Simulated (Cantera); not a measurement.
Standard-state values (1 bar) from the NASA 1993 polynomials, evaluated with Cantera. Values are per mole of reaction as written; species without (g) are pure solids or liquids, kept so even where they would boil at 1 bar.

a) Ni + S₂(g) → NiS₂
b) 2 Ni + S₂(g) → 2 NiS
c) 1.5 Ni + S₂(g) → 0.5 Ni₃S₄
d) C + S₂(g) → CS₂(g)
e) 2 Pb + S₂(g) → 2 PbS(g)
f) 2 Ca + S₂(g) → 2 CaS
g) 4 Na + S₂(g) → 2 Na₂S

Q: Order these by ΔG° at 423 K, most negative first.

A: f (-990 kJ), g (-758 kJ), b (-227 kJ), c (-203 kJ), a (-181 kJ), d (-13 kJ), e (74 kJ)
